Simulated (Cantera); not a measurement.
A closed system holds: 1 mol H₂S, 0.19 mol SO₂, 0.077 mol O₂, held at 48.8 Torr.

Method: chemical equilibrium by Gibbs-energy minimisation in Cantera with the NASA 1993 tables (ideal gas, pure condensed phases). Candidate condensed phases: H₂O, H₂SO₄, S; 19 gas species. Rates play no part.

Q: At 2200 K, list the 6 most abundant gas species with their mole fractions, and the condensed phases.

A: H₂ 0.368, S₂ 0.269, H₂O 0.183, SO 0.0531, SO₂ 0.0390, SH 0.0336. Condensed: gas only.
